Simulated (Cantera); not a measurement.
A closed system holds: 1 mol Cr, 8.5 mol NH3, at 0.0100 bar.

These are equilibrium values from Cantera (NASA tables, ideal gas, pure condensed phases), not measurements of a reactor. Candidate condensed phases: Cr, CrN, Cr2N; 11 gas species. Equilibrium is a limit: real reactors are often held back by kinetics, nucleation or transport.

Q: At 2175 °C, list the 4 most abundant gas species with their mole fractions, and the condensed phases.

A: H2 0.579, N2 0.218, H 0.151, Cr 0.0513. Condensed: gas only.
